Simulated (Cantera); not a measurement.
Feed: 1 mol Si, 1.9 mol NF3, equilibrated at 302 °C and 13.3 mbar.

Equilibrium computed with Cantera from the NASA thermochemical tables; the gas is ideal and each condensed phase is pure. Candidate condensed phases: Si, Si3N4; 16 gas species. Kinetics and transport are ignored.

Base state: SiF4 0.445, N2 0.300, NF3 0.247, F2 0.00813, F 5.42e-5 (mole fractions); condensed: gas only.

Question: What changes in the equilibrium state with this change: temperature from 302 °C to 250 °C?

Answer: 
```csv
species,before,after
SiF4,0.445,0.447
N2,0.300,0.299
NF3,0.247,0.253
F2,0.00813,0.00133
F,5.42e-5,4.07e-6
```

Question: What changes in the equilibrium state with this change: NF3 from 1.9 to 1.4 mol?

Answer: 
```json
[
 {"species": "SiF4", "before": "0.445", "after": "0.576"},
 {"species": "N2", "before": "0.300", "after": "0.385"},
 {"species": "NF3", "before": "0.247", "after": "0.0370"},
 {"species": "F2", "before": "0.00813", "after": "0.00211"},
 {"species": "F", "before": "5.42e-5", "after": "2.76e-5"}
]
```

Question: What changes in the equilibrium state with this change: temperature from 302 °C to 1377 °C?

Answer: 
| species | before | after |
|---|---|---|
| F | 5.42e-5 | 0.466 |
| SiF4 | 0.445 | 0.274 |
| N2 | 0.300 | 0.260 |
| NF3 | 0.247 | <1e-9 |
| F2 | 0.00813 | 0.000115 |
